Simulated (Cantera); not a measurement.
Input: 1 mol V₂O₃, a varied amount of H₂, 2 mol H₂O, held at 1377 °C and 1 atm.

Method: chemical equilibrium by Gibbs-energy minimisation in Cantera with the NASA 1993 tables (ideal gas, pure condensed phases). Candidate condensed phases: H₂O, V, VO, V₂O₃, V₂O₄, V₂O₅; 12 gas species. Mutual solubility and eutectic melting of coexisting phases are not modelled. VO: taken at fixed stoichiometry. Condensed phases not in the tables: the oxides between V₂O₃ and V₂O₅ other than VO₂. Equilibrium is a limit: real reactors are often held back by kinetics, nucleation or transport.

x: gas mole fraction; n: condensed amount in mol.

```
n(H₂) (mol)   x H₂    x H₂O      x H     x OH    x VO₂     x VO  n V₂O₃(s)  n VO(s)
-----------  -----  -------  -------  -------  -------  -------  ---------  -------
52           0.963   0.0370  8.86e-5  1.54e-7  3.90e-8  1.12e-9      1.000        0
180          0.989   0.0110  8.97e-5  4.51e-8  2.10e-8  2.08e-9      1.000        0
300          0.992      ___  8.99e-5      ___      ___  2.49e-9        ___      ___
430          0.993  0.00694  8.99e-5  2.84e-8  1.58e-8  2.49e-9          0     2.00
550          0.994      ___  9.00e-5      ___      ___  2.49e-9          0     2.00
680          0.996  0.00440  9.00e-5  1.80e-8  9.97e-9  2.49e-9          0     2.00
810          0.996  0.00369  9.01e-5  1.51e-8  8.37e-9  2.49e-9          0     2.00
930          0.997  0.00322  9.01e-5  1.31e-8  7.28e-9  2.49e-9          0     2.00
```

### Question
What belongs in the gaps?

### Answer

- 300, x H₂O: 0.00773
- 300, x OH: 3.16e-8
- 300, x VO₂: 1.76e-8
- 300, n V₂O₃(s): 0.667
- 300, n VO(s): 0.666
- 550, x H₂O: 0.00543
- 550, x OH: 2.22e-8
- 550, x VO₂: 1.23e-8
